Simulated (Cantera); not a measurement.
Chlorosilane synthesis and conversion: Si + HCl + H₂

Feed: 1 mol Si, 5.6 mol HCl, 13 mol H₂, equilibrated at 750 Torr.

Equilibrium computed with Cantera from the NASA thermochemical tables; the gas is ideal and each condensed phase is pure. Candidate condensed phases: Si; 19 gas species. The tables' values for SiCl₃, SiCl are old estimates; treat these amounts as uncertain. Kinetics and transport are ignored.

| T (°C) | x H₂ | x HCl | x SiCl₄ | x SiCl₂ | x SiHCl₃ | x SiCl₃ |
|---|---|---|---|---|---|---|
| 300 | 0.852 | 0.0909 | 0.0568 | <1e-12 | 7.51e-6 | 9.37e-12 |
| 500 | 0.852 | 0.0912 | 0.0565 | 5.15e-11 | 0.000332 | 1.42e-7 |
| 700 | 0.849 | 0.0937 | 0.0540 | 7.01e-7 | 0.00275 | 3.63e-5 |
| 900 | 0.841 | 0.102 | 0.0463 | 0.000267 | 0.00891 | 0.00112 |
| 1100 | 0.817 | 0.127 | 0.0283 | 0.00837 | 0.0116 | 0.00716 |
| 1300 | 0.778 | 0.167 | 0.00769 | 0.0321 | 0.00475 | 0.00969 |
| 1500 | 0.760 | 0.186 | 0.00115 | 0.0460 | 0.00110 | 0.00557 |
x: gas mole fraction; nothing condenses.

From 300 °C to 1500 °C nothing is condensed. The main Si-bearing gas is SiCl₄ at 300 °C and SiCl₂ at 1500 °C.
